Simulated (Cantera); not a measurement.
A closed system holds: 1 mol CCl4, 1.3 mol Si, 1 mol H2, 0.15 mol Cl2, equilibrated at 0.375 Torr.

Equilibrium computed with Cantera from the NASA thermochemical tables; the gas is ideal and each condensed phase is pure. Candidate condensed phases: C, C6H6, C7H8, C8H18, Si, SiC; 123 gas species. Ions and electrons are included (thermal ionisation). The tables' values for SiCl are old estimates; treat these amounts as uncertain. Rates play no part.

**Question.** At 2227 °C, list the 4 most abundant gas species with their mole fractions, and the condensed phases.

**Answer.** Cl 0.524, H 0.163, Si 0.139, HCl 0.0956. Condensed: C(graphite).
